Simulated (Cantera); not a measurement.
A perfectly stirred reactor is fed with 14.4 % CH4, 18.0 % O2, 67.6 % N2, equivalence ratio 1.6, at 0.987 atm; it is adiabatic with a 725 K inlet, and is followed from long to short residence time, starting on the burning branch (τ in s: 0.12, 0.051, 0.021, 0.0089, 0.0037, 0.0016, 0.00065, 0.00027, 0.00011, 4.7e-05, 2e-05).

Detailed kinetics in Cantera: GRI-Mech 3.0 (53 species, 325 reactions).

Problem. Predict: blow-out, bracketed by the residence times tried; x(CH4) at τ = 0.120 s; x(O2) at τ = 0.120 s; x(CH3) at τ = 0.120 s; x(C2H4) at τ = 0.120 s; x(H) at τ = 0.120 s; x(CH4) at τ = 1.60 ms; x(O2) at τ = 1.60 ms; x(CH3) at τ = 1.60 ms; x(C2H4) at τ = 1.60 ms; x(H) at τ = 1.60 ms.

Solution. 
```json
{
 "blow_out_bracketed_by_the_residence_times_tried": "burning at 0.270 ms, out at 0.110 ms",
 "x(CH4) at τ = 0.120 s": "0.000145",
 "x(O2) at τ = 0.120 s": "5.25e-5",
 "x(CH3) at τ = 0.120 s": "4.63e-5",
 "x(C2H4) at τ = 0.120 s": "1.30e-7",
 "x(H) at τ = 0.120 s": "0.00172",
 "x(CH4) at τ = 1.60 ms": "0.00198",
 "x(O2) at τ = 1.60 ms": "0.00209",
 "x(CH3) at τ = 1.60 ms": "0.000981",
 "x(C2H4) at τ = 1.60 ms": "4.42e-5",
 "x(H) at τ = 1.60 ms": "0.00285"
}
```
